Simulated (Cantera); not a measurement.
Equilibrium for boron, boron nitride and boron oxide: B2H6 + O2

Feed: 1 mol B2H6, 0.29 mol O2.

Cantera equilibrium calculation (NASA polynomials, part measured and part estimated; ideal gas, pure solids and liquids). Candidate condensed phases: B, B2O3, B3O3H3, H2O; 23 gas species. The feed counts by its element totals alone. Mutual solubility and eutectic melting of coexisting phases are not modelled. Rates play no part.

**Question.** Map the stable condensed phases over T = 1298, 1373, 1448, 1523, 1598, 1673, 1748, 1823, 1898, 1973, 2048, 2123, 2198, 2273 K and P in Pa = 10, 25, 63, 160, 400, 1000, 2500, 6300, 16000, 40000, 100000.

**Answer.** 
```
T in K \ P in Pa
             10     25     63    160    400   1000   2500   6300  16000  40000 100000
   2273       A      A      A      A      A      A      A      A      A      A      A
   2198       A      A      A      A      A      A      A      A      A      A      A
   2123       A      A      A      A      A      A      A      A      A      A      A
   2048       A      A      A      A      A      A      A      A      A      A      A
   1973       A      A      A      A      A      A      A      A      A      A      A
   1898       A      A      A      A      A      A      A      A      A      A      A
   1823       A      A      A      A      A      A      A      A      A      A      B
   1748       A      A      A      A      A      A      A      A      A      B      B
   1673       A      A      A      A      A      A      A      B      B      B      B
   1598       A      A      A      A      A      A      B      B      B      B      B
   1523       A      A      A      A      B      B      B      B      B      B      B
   1448       A      A      A      B      B      B      B      B      B      B      B
   1373       A      B      B      B      B      B      B      B      B      B      B
   1298       B      B      B      B      B      B      B      B      B      B      B
```
A: B; B: B + B2O3.
